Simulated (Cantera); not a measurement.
**Boron, boron nitride and boron oxide: B2H6 + H2O**

Feed: 1 mol B2H6, 3.1 mol H2O, at 0.580 bar.

Equilibrium computed with Cantera from the NASA thermochemical tables; the gas is ideal and each condensed phase is pure. Candidate condensed phases: B, B2O3, B3O3H3, H2O; 23 gas species. The feed counts by its element totals alone. Gases not in the tables: H3BO3. Rates play no part.

From 1200 K to 1950 K the condensed part is B2O3(l). At 2100 K nothing is condensed. The share of B in condensed phases is highest at 1200 K (99.9 %) and lowest at 2100 K (0.0 %).

```
T (K)   x H2    x HBO2    x B2O3     x HBO    x H2O    x B2O2  n B2O3(l)
-----  -----  --------  --------  --------  -------  --------  ---------
1200   0.984  0.000139   1.59e-8   4.45e-7   0.0163  4.18e-12      0.999
1350   0.983  0.000908   1.21e-6   1.09e-5   0.0159   1.41e-9      0.997
1500   0.981   0.00383   3.74e-5  0.000142   0.0145   1.52e-7      0.988
1650   0.976    0.0112  0.000600   0.00123   0.0113   8.04e-6      0.958
1800   0.953    0.0250   0.00591   0.00787  0.00776  0.000247      0.859
1950   0.862    0.0541    0.0401    0.0309  0.00702   0.00325      0.423
2100   0.784    0.0740    0.0710    0.0479  0.00936   0.00691          0
```
x: gas mole fraction; n: condensed amount in mol.
